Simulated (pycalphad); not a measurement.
**Effect of Al content in Si-Al**

All values are pycalphad results on the COST 507 light-alloy database (1999) (1 atm), not direct measurements. These are 1990s assessments: newer ones move some temperatures and phases. Phase fractions are per mole of atoms.

```tsv
alloy	liquidus (K)	first solid	solidus (K)	phases at 725 K
Si-8.387Al (wt.%)	1645	diamond (Si)	850	diamond (Si) 0.91, fcc 0.09
Si-12.6Al (wt.%)	1622	diamond (Si)	850	diamond (Si) 0.87, fcc 0.13
Si-16.83Al (wt.%)	1598	diamond (Si)	850	diamond (Si) 0.83, fcc 0.17
Si-25.33Al (wt.%)	1542	diamond (Si)	850	diamond (Si) 0.74, fcc 0.26
Si-33.9Al (wt.%)	1476	diamond (Si)	850	diamond (Si) 0.65, fcc 0.35
Si-51.2Al (wt.%)	1313	diamond (Si)	850	fcc 0.52, diamond (Si) 0.48
```
